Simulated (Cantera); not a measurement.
An adiabatic, constant-pressure homogeneous reactor starts with CO : H2 : CH4 : O2 : N2 : CO2 = 1 : 0.048 : 0.28 : 1.39 : 9.45 : 1.5 (molar parts), equivalence ratio 0.78, at 1650 K and 5.60 bar. Integrator tolerance rtol = 1e-08.

Model: GRI-Mech 3.0 (53 species, 325 reactions), integrated in Cantera.

Q: What does this change do: 0.017 parts C2H6 added?

A: 
```json
[
 {"quantity": "time of steepest temperature rise", "before": "62.3 µs", "after": "34.7 µs"},
 {"quantity": "temperature at 1.00 s", "before": "2453 K", "after": "2473 K"},
 {"quantity": "equilibrium temperature", "before": "2453 K", "after": "2473 K"},
 {"quantity": "x(CO) at 1.00 s", "before": "0.0147 (gas-phase equilibrium 0.0147)", "after": "0.0174 (gas-phase equilibrium 0.0174)"},
 {"quantity": "x(H2) at 1.00 s", "before": "0.000543 (gas-phase equilibrium 0.000543)", "after": "0.000689 (gas-phase equilibrium 0.000689)"},
 {"quantity": "x(CH4) at 1.00 s", "before": "<1e-12 (gas-phase equilibrium <1e-12)", "after": "<1e-12 (gas-phase equilibrium <1e-12)"},
 {"quantity": "x(CH2O) at 1.00 s", "before": "1.79e-11 (gas-phase equilibrium 1.79e-11)", "after": "2.69e-11 (gas-phase equilibrium 2.69e-11)"},
 {"quantity": "x(O) at 1.00 s", "before": "0.000786 (gas-phase equilibrium 0.000786)", "after": "0.000817 (gas-phase equilibrium 0.000817)"},
 {"quantity": "x(C2H4) at 1.00 s", "before": "<1e-12 (gas-phase equilibrium <1e-12)", "after": "<1e-12 (gas-phase equilibrium <1e-12)"}
]
```
